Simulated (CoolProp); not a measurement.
A simple Rankine cycle with R141b: condensing at 313.15 K, boiler at 3 MPa, turbine inlet 459.8 K, turbine efficiency 0.85, pump efficiency 0.6, no recuperator. Each further row changes one setting.

Model: reference Helmholtz-energy equation of state, Lemmon 2006, in CoolProp. It is a short technical equation, of lower accuracy than the large ones.

```
case                             thermal efficiency (%)  net work (kJ/kg)  heat in (kJ/kg)  turbine exit temperature (K)  volume ratio over the turbine
-------------------------------  ----------------------  ----------------  ---------------  ----------------------------  -----------------------------
as stated                                          19.1              57.7              302                             ?                           26.6
turbine inlet 479.8 K                              19.4              64.2                ?                             ?                           24.1
condensing temperature 305.15 K                    20.2              62.9              311                         336.4                           34.5
boiler pressure 2.1 MPa                            18.0              57.9                ?                             ?                              ?
turbine efficiency 0.75                            16.7              50.4              302                             ?                           27.4
```

Problem. Some entries are withheld; supply them.

Solution. 
- as stated, turbine exit temperature (K): 343.5
- turbine inlet 479.8 K, heat in (kJ/kg): 330
- turbine inlet 479.8 K, turbine exit temperature (K): 369.1
- boiler pressure 2.1 MPa, heat in (kJ/kg): 323
- boiler pressure 2.1 MPa, turbine exit temperature (K): 367.3
- boiler pressure 2.1 MPa, volume ratio over the turbine: 15.9
- turbine efficiency 0.75, turbine exit temperature (K): 352.0
